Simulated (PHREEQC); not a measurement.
Dissolve 0.024 mol/kgw Al2(SO4)3, 0.019 mol/kgw NH4HF2 and 0.0024 mol/kgw Ca(HCO3)2 at 25 °C. Closed to the air; pH follows from the charge balance.

Equilibrium calculation in PHREEQC: ion-association model, phreeqc.dat.

Precipitation was switched off in this run.

### Question
Order these S species by the share of S that they hold, largest first: Al(SO4)2-, NH4SO4-, SO4-2, HSO4-, AlSO4+.

### Answer
SO4-2 (52 %), AlSO4+ (18 %), Al(SO4)2- (14 %), HSO4- (11 %), NH4SO4- (3.3 %)

The pH is 2.29 and the ionic strength 0.152 mol/kgw. Fluoro complexes past AlF4- and FeF3 are missing from the database.
